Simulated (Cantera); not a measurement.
Charge: 1 mol Si₃N₄, 0.04 mol C, 0.015 mol N₂, at 2400 K and 1 atm.

Equilibrium computed with Cantera from the NASA thermochemical tables; the gas is ideal and each condensed phase is pure. Candidate condensed phases: C, Si, SiC, Si₃N₄; 20 gas species. Mutual solubility and eutectic melting of coexisting phases are not modelled. The tables' values for SiN are old estimates; treat these amounts as uncertain. Kinetics and transport are ignored.

Q: What is the equilibrium state?

A: 
| Item | Value |
|---|---|
| x(N₂) | 0.997 |
| x(Si) | 0.00215 |
| x(SiN) | 0.000255 |
| x(Si₂N) | 0.000242 |
| x(Si₂C) | 0.000235 |
| x(Si₂) | 4.91e-5 |
| x(SiC₂) | 1.45e-5 |
| x(Si₃) | 8.83e-6 |
| x(CN) | 8.07e-6 |
| n(Si(l)) | 2.95 mol |
| n(SiC(s)) | 0.0394 mol |
| gas amount | 2.020 mol |
| log10 activity of C(graphite) (absent) | -0.73 |
